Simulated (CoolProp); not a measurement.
Properties of nitrogen at several states.

Computed with CoolProp (reference Helmholtz-energy equation of state, Span 2000).

```csv
T (°C),p (kPa),phase,cp (kJ/(kg K)),speed of sound (m/s),conductivity (mW/(m K)),fugacity coefficient
-148.35,2730,gas,3.141,184.9,20.1,0.7286
52.65,98.4,gas,1.042,368.0,27.8,1.0000
525.95,223,gas,1.122,568.4,55.5,1.001
717.15,1940,gas,?,632.5,65.1,1.007
546.95,5060,supercritical,?,587.6,?,1.020
12.55,9550,supercritical,1.210,?,?,0.9821
```

Task: Complete the blanks.

Result: 
- 717.15, cp (kJ/(kg K)): 1.167
- 546.95, cp (kJ/(kg K)): 1.134
- 546.95, conductivity (mW/(m K)): 57.2
- 12.55, speed of sound (m/s): 368.6
- 12.55, conductivity (mW/(m K)): 30.2

Thermal conductivity comes from a separate model (Lemmon 2004).
